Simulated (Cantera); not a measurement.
What does this Cantera script print?

```python
import numpy as np
import cantera as ct

gas_names = """
    B BH BH2 BH3 BN BO BO2 B2 B2O B2O2 B2O3 B3O3H3 H HBO HBO2 HNO HNO2 HNO3 HO2 H2 H2O H2O2 H3B3O6 N NH
    NH2 NH3 NH2OH NO NO2 NO3 N2 N2H2 N2H4 N2O O OH O2 O3
""".split()
cond_names = """
    B(b) B(L) BN(s) B2O3(L) B3O3H3(cr) H2O(s) H2O(L)
""".split()


# ... load() reads the species with a 1 bar reference pressure and builds the phases ...
atoms = {
    'B2O3': {'B': 2, 'O': 3},
    'H2O': {'H': 2, 'O': 1},
    'N2': {'N': 2},
}
top_T = {'BN(s)': 3200}  # K; cautious upper limits of use, not melting points


# ... equilibrate(T, P, feed) seeds the gas with the atoms and calls Mixture.equilibrate('TP', solver="vcs", rtol=1e-11, max_steps=5000) ...
results = []
feed = {'B2O3': 1, 'H2O': 0.43, 'N2': 0.44}  # mol
T = 2373.15  # K
for P in [10, 37, 140, 520, 1900, 7200, 27000, 100000]:
    mix = equilibrate(T, P, feed)
    results.append((T, P, feed, dict(zip(mix.species_names, mix.species_moles))))
    x = sorted(zip(gas.X, gas.species_names), reverse=True)
    print(f"T = {T:g} K  P = {P:g} Pa  gas = {mix.phase_moles(0):.4g} mol")
    print("   x: " + "  ".join(f"{s} {v:.3e}" for v, s in x if v > 1e-05))
    print("   condensed (mol): " + ("  ".join(f"{mix.phase(i).name} {mix.phase_moles(i):.4g}"
          for i in range(1, mix.n_phases) if mix.phase_moles(i) > 1e-12) or "none"))
```

It prints:

```
T = 2373.15 K  P = 10 Pa  gas = 3.186 mol
   x: BO 2.569e-01  H 1.614e-01  BO2 1.416e-01  N2 1.369e-01  O 1.057e-01  B2O3 8.569e-02  HBO2 5.477e-02  O2 1.985e-02  H2 1.334e-02  OH 1.298e-02  H2O 6.036e-03  NO 2.330e-03  HBO 2.001e-03  B2O2 5.117e-04
   condensed (mol): none
T = 2373.15 K  P = 37 Pa  gas = 2.556 mol
   x: B2O3 1.794e-01  N2 1.710e-01  BO 1.499e-01  BO2 1.373e-01  HBO2 1.322e-01  H 1.086e-01  O 4.744e-02  H2 2.234e-02  H2O 1.679e-02  O2 1.479e-02  OH 1.450e-02  HBO 2.907e-03  NO 2.248e-03  B2O2 6.450e-04
   condensed (mol): none
T = 2373.15 K  P = 140 Pa  gas = 2.21 mol
   x: B2O3 2.575e-01  HBO2 2.068e-01  N2 1.982e-01  BO2 1.037e-01  BO 7.526e-02  H 5.943e-02  H2O 2.865e-02  H2 2.532e-02  O 1.887e-02  OH 1.195e-02  O2 8.861e-03  HBO 3.022e-03  NO 1.873e-03  B2O2 6.149e-04
   condensed (mol): none
T = 2373.15 K  P = 520 Pa  gas = 2.044 mol
   x: B2O3 3.052e-01  HBO2 2.586e-01  N2 2.145e-01  BO2 7.058e-02  H2O 3.778e-02  BO 3.530e-02  H 2.940e-02  H2 2.301e-02  OH 8.575e-03  O 7.373e-03  O2 5.023e-03  HBO 2.604e-03  NO 1.467e-03  B2O2 5.023e-04
   condensed (mol): none
T = 2373.15 K  P = 1900 Pa  gas = 1.963 mol
   x: B2O3 3.314e-01  HBO2 2.911e-01  N2 2.236e-01  BO2 4.628e-02  H2O 4.410e-02  H2 1.856e-02  BO 1.599e-02  H 1.381e-02  OH 5.830e-03  O 2.920e-03  O2 2.879e-03  HBO 2.026e-03  NO 1.134e-03  B2O2 3.769e-04
   condensed (mol): none
T = 2373.15 K  P = 7200 Pa  gas = 1.921 mol
   x: B2O3 3.455e-01  HBO2 3.118e-01  N2 2.286e-01  H2O 4.850e-02  BO2 2.954e-02  H2 1.379e-02  BO 6.896e-03  H 6.116e-03  OH 3.822e-03  O2 1.665e-03  HBO 1.465e-03  O 1.141e-03  NO 8.720e-04  B2O2 2.654e-04
   condensed (mol): none
T = 2373.15 K  P = 27000 Pa  gas = 1.899 mol
   x: B2O3 3.528e-01  HBO2 3.243e-01  N2 2.314e-01  H2O 5.141e-02  BO2 1.885e-02  H2 9.778e-03  BO 2.943e-03  H 2.660e-03  OH 2.484e-03  HBO 1.020e-03  O2 9.919e-04  NO 6.770e-04  O 4.547e-04  B2O2 1.814e-04
   condensed (mol): none
T = 2373.15 K  P = 100000 Pa  gas = 1.887 mol
   x: B2O3 3.567e-01  HBO2 3.321e-01  N2 2.329e-01  H2O 5.332e-02  BO2 1.207e-02  H2 6.748e-03  OH 1.611e-03  BO 1.254e-03  H 1.148e-03  HBO 6.949e-04  O2 6.049e-04  NO 5.305e-04  O 1.845e-04  B2O2 1.220e-04
   condensed (mol): none
```

Equilibrium computed with Cantera from the NASA thermochemical tables; the gas is ideal and each condensed phase is pure.
